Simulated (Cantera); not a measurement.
What does this Cantera script print?

```python
import numpy as np
import cantera as ct

gas_names = """
    Cu CuF CuF2 Cu2 F F2 N NF NF2 NF3 N2
""".split()
cond_names = """
    Cu(cr) Cu(L) CuF2(s) CuF2(L)
""".split()


def load(file, names, dense=False):
    # The tables refer to 1 bar. Condensed volumes are neglected.
    table = {s.name: s for s in ct.Species.list_from_file(file)}
    out = []
    for n in names:
        d = dict(table[n].input_data)
        d["thermo"] = dict(d["thermo"], **{"reference-pressure": 1e5})
        if dense:
            d["equation-of-state"] = {"model": "constant-volume", "density": "1e6 g/cm^3"}
        out.append(ct.Species.from_dict(d))
    return out


gas = ct.Solution(thermo="ideal-gas", species=load("nasa_gas.yaml", gas_names))
cond = {s.name: ct.Solution(thermo="fixed-stoichiometry", species=[s], name=s.name)
        for s in load("nasa_condensed.yaml", cond_names, dense=True)}
atoms = {
    'Cu': {'Cu': 1},
    'F2': {'F': 2},
    'N2': {'N': 2},
}
top_T = {}  # K; cautious upper limits of use, not melting points


def equilibrate(T, P, feed):
    n = {}
    for name, mol in feed.items():
        for a, k in atoms[name].items():
            n[a] = n.get(a, 0.0) + k * mol
    gas.TPX = T, P, n
    mass = sum(n.values()) * gas.mean_molecular_weight
    gas.equilibrate("TP")
    valid = [c for c in cond.values() if c.min_temp <= T <= top_T.get(c.name, c.max_temp)]
    mix = ct.Mixture([(gas, mass / gas.mean_molecular_weight)] + [(c, 0.0) for c in valid])
    mix.T, mix.P = T, P
    mix.equilibrate("TP", solver="vcs", rtol=1e-11, max_steps=5000)
    return mix


results = []
feed = {'Cu': 1, 'F2': 2.8, 'N2': 0.52}  # mol
P = 86000  # Pa
for T in [700, 725, 750, 775, 800, 825, 850, 875, 900, 925, 950, 975]:
    mix = equilibrate(T, P, feed)
    results.append((T, P, feed, dict(zip(mix.species_names, mix.species_moles))))

top = {s: max(r[3][s] / sum(r[3][g] for g in gas_names) for r in results) for s in gas_names}
cols = sorted((s for s in top if top[s] > 0.0001), key=lambda s: -top[s])[:7]
seen = [c for c in cond_names if any(r[3].get(c, 0) > 1e-12 for r in results)]
print("log10 of partial pressures in bar; condensed amounts in mol")
print(f"{'T/K':>10s}" + "".join(f"{s[:9]:>10s}" for s in cols + seen))
for T, P, feed, n in results:
    ng = sum(n[g] for g in gas_names)
    print(f"{T:10.4g}" + "".join(f"{np.log10(max(n[s] / ng * P / 1e5, 1e-99)):10.3f}" for s in cols)
          + "".join(f"{n.get(c, 0):10.4g}" for c in seen))
```

Result:

```
log10 of partial pressures in bar; condensed amounts in mol
       T/K       NF3        F2        N2         F   CuF2(s)
       700    -0.158    -0.787    -3.014    -3.235         1
       725    -0.165    -0.767    -2.410    -3.015         1
       750    -0.182    -0.722    -1.951    -2.797         1
       775    -0.213    -0.654    -1.627    -2.580         1
       800    -0.258    -0.578    -1.396    -2.369         1
       825    -0.319    -0.503    -1.225    -2.170         1
       850    -0.395    -0.436    -1.094    -1.984         1
       875    -0.488    -0.379    -0.994    -1.811         1
       900    -0.597    -0.333    -0.919    -1.652         1
       925    -0.722    -0.299    -0.863    -1.506         1
       950    -0.860    -0.276    -0.824    -1.373         1
       975    -1.009    -0.263    -0.797    -1.250         1
```

Method: chemical equilibrium by Gibbs-energy minimisation in Cantera with the NASA 1993 tables (ideal gas, pure condensed phases).
